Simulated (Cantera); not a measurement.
Input: 1 mol SiO2, 25 mol H2, at 900 Torr.

These are equilibrium values from Cantera (NASA tables, ideal gas, pure condensed phases), not measurements of a reactor. Candidate condensed phases: H2O, Si, SiO2; 18 gas species. The tables hold silica as quartz up to 1696 K and as liquid above; real silica turns to tridymite and cristobalite and melts near 1996 K. Gases not in the tables: Si(OH)4. Kinetics and transport are ignored. All values below are at 1902 °C.

Base state: H2 0.943, SiO 0.0263, H2O 0.0263, H 0.00433, OH 1.62e-5 (mole fractions); condensed: SiO2(l).

Question: What changes in the equilibrium state with this change: pressure from 900 Torr to 1.00 Torr?

Answer: 
| species | before | after |
|---|---|---|
| H2 | 0.943 | 0.808 |
| H | 0.00433 | 0.120 |
| SiO | 0.0263 | 0.0361 |
| H2O | 0.0263 | 0.0353 |
| O | 5.20e-8 | 7.36e-5 |
| OH | 1.62e-5 | 0.000706 |
| SiO2(l), mol | 0.324 | 0 |
